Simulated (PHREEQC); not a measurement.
Na3PO4 is added in steps, without added water, to 1 kg of water holding 0.19 mol/kgw H2SO4 and 7.6e-05 mol/kgw H3BO3, at 25 °C. O2 is buffered at 0.21 atm. CO2 is held at log p = -3.4 (atm). Only these solids could form: Mirabilite, Nahcolite, Natron.

Base run: PHREEQC, ion-association model, wateq4f.dat. Each further column changes one thing. The table gives pH.

```
Na3PO4 added (mol)  base  H2SO4 left out  diluted 5-fold with water  diluted 2-fold with water  no solid may form
------------------  ----  --------------  -------------------------  -------------------------  -----------------
0                   0.77            5.61                       1.38                       1.03               0.77
0.02375             0.91            9.30                       2.13                        ___               0.91
0.0475              1.08            9.44                       6.61                       1.70               1.08
0.07125             1.29            9.51                       7.81                        ___               1.29
0.095               1.53            9.55                       9.10                       4.42               1.53
0.1187              1.80            9.58                       9.30                       6.48               1.80
0.1425              2.12            9.60                       9.40                       6.93               2.12
0.1663              2.54             ___                       9.46                       7.37               2.54
0.19                4.32            9.63                       9.50                       8.38               4.32
```

**Question.** Fill in the missing entries.

**Answer.** 
- 0.02375, diluted 2-fold with water: 1.31
- 0.07125, diluted 2-fold with water: 2.23
- 0.1663, H2SO4 left out: 9.62

H3PO4, which wateq4f.dat lacks, is added to it with the constant of phreeqc.dat. The ionic strength passes 0.7 mol/kgw, the rough limit of the ion-association models, in part of: diluted 5-fold with water; diluted 2-fold with water. Solids allowed in the column 'H2SO4 left out': Nahcolite, Natron.
